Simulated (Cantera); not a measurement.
# Equilibrium for hydrogen reduction and annealing atmospheres: NiS + H2

Charge: 1 mol NiS, 0.55 mol H2, at 7.50 Torr.

Cantera equilibrium calculation (NASA polynomials, part measured and part estimated; ideal gas, pure solids and liquids). Candidate condensed phases: Ni, NiS, NiS2, Ni3S2, Ni3S4, S; 9 gas species. Gases not in the tables: S3 to S7. Equilibrium is a limit: real reactors are often held back by kinetics, nucleation or transport.

```json
[
 {"T (K)": "748", "x H2": "0.394", "x H2S": "0.606", "x S2": "9.21e-6", "x SH": "7.55e-8", "x S": "<1e-12", "x H": "1.81e-12", "x NiS": "<1e-12", "x Ni": "<1e-12", "n Ni3S2(s)": "0.333", "n Ni3S2(l)": "0"},
 {"T (K)": "798", "x H2": "0.394", "x H2S": "0.606", "x S2": "5.52e-5", "x SH": "3.93e-7", "x S": "<1e-12", "x H": "1.67e-11", "x NiS": "<1e-12", "x Ni": "<1e-12", "n Ni3S2(s)": "0.333", "n Ni3S2(l)": "0"},
 {"T (K)": "848", "x H2": "0.394", "x H2S": "0.605", "x S2": "0.000268", "x SH": "1.68e-6", "x S": "1.08e-11", "x H": "1.20e-10", "x NiS": "<1e-12", "x Ni": "<1e-12", "n Ni3S2(s)": "0.333", "n Ni3S2(l)": "0"},
 {"T (K)": "898", "x H2": "0.396", "x H2S": "0.603", "x S2": "0.00109", "x SH": "6.13e-6", "x S": "1.19e-10", "x H": "6.88e-10", "x NiS": "<1e-12", "x Ni": "<1e-12", "n Ni3S2(s)": "0.333", "n Ni3S2(l)": "0"},
 {"T (K)": "948", "x H2": "0.400", "x H2S": "0.596", "x S2": "0.00369", "x SH": "1.92e-5", "x S": "1.01e-9", "x H": "3.32e-9", "x NiS": "<1e-12", "x Ni": "<1e-12", "n Ni3S2(s)": "0.333", "n Ni3S2(l)": "0"},
 {"T (K)": "998", "x H2": "0.411", "x H2S": "0.579", "x S2": "0.0103", "x SH": "5.24e-5", "x S": "6.67e-9", "x H": "1.38e-8", "x NiS": "2.02e-12", "x Ni": "<1e-12", "n Ni3S2(s)": "0.333", "n Ni3S2(l)": "0"},
 {"T (K)": "1048", "x H2": "0.431", "x H2S": "0.545", "x S2": "0.0233", "x SH": "0.000124", "x S": "3.47e-8", "x H": "5.07e-8", "x NiS": "2.02e-11", "x Ni": "<1e-12", "n Ni3S2(s)": "0.333", "n Ni3S2(l)": "0"},
 {"T (K)": "1098", "x H2": "0.463", "x H2S": "0.494", "x S2": "0.0427", "x SH": "0.000257", "x S": "1.46e-7", "x H": "1.68e-7", "x NiS": "1.55e-10", "x Ni": "<1e-12", "n Ni3S2(s)": "0", "n Ni3S2(l)": "0.333"},
 {"T (K)": "1148", "x H2": "0.500", "x H2S": "0.433", "x S2": "0.0662", "x SH": "0.000474", "x S": "5.08e-7", "x H": "5.07e-7", "x NiS": "9.67e-10", "x Ni": "5.80e-12", "n Ni3S2(s)": "0", "n Ni3S2(l)": "0.333"},
 {"T (K)": "1198", "x H2": "0.540", "x H2S": "0.368", "x S2": "0.0908", "x SH": "0.000798", "x S": "1.53e-6", "x H": "1.40e-6", "x NiS": "5.06e-9", "x Ni": "4.76e-11", "n Ni3S2(s)": "0", "n Ni3S2(l)": "0.333"},
 {"T (K)": "1248", "x H2": "0.578", "x H2S": "0.307", "x S2": "0.114", "x SH": "0.00125", "x S": "4.11e-6", "x H": "3.55e-6", "x NiS": "2.28e-8", "x Ni": "3.36e-10", "n Ni3S2(s)": "0", "n Ni3S2(l)": "0.333"},
 {"T (K)": "1298", "x H2": "0.611", "x H2S": "0.252", "x S2": "0.135", "x SH": "0.00184", "x S": "9.98e-6", "x H": "8.38e-6", "x NiS": "9.05e-8", "x Ni": "2.05e-9", "n Ni3S2(s)": "0", "n Ni3S2(l)": "0.333"},
 {"T (K)": "1348", "x H2": "0.639", "x H2S": "0.206", "x S2": "0.152", "x SH": "0.00258", "x S": "2.23e-5", "x H": "1.85e-5", "x NiS": "3.20e-7", "x Ni": "1.11e-8", "n Ni3S2(s)": "0", "n Ni3S2(l)": "0.333"}
]
```
x: gas mole fraction; n: condensed amount in mol.

From 748 K to 1048 K the condensed part is Ni3S2(s). From 1098 K to 1348 K the condensed part is Ni3S2(l).
